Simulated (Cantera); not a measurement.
**Ignition delay**

Mixture: 3.93 % CH4, 0.169 % C2H6, 20.1 % O2, 75.8 % N2, equivalence ratio 0.42, at 32.0 bar, adiabatic and at constant volume. Ignition delay is the time to a rise of 400 K.

Computed with Cantera and GRI-Mech 3.0 (53 species, 325 reactions). The pressure lies above the range GRI-Mech 3.0 was tuned for (to about 10 atm).

```csv
T0 (K),delay (ms)
1125,1.85
1175,0.933
1225,0.498
1275,0.279
1325,0.163
1375,0.0986
1425,0.0614
1475,0.0393
```

- apparent activation energy between 1375 and 1475 K = 160 kJ/mol
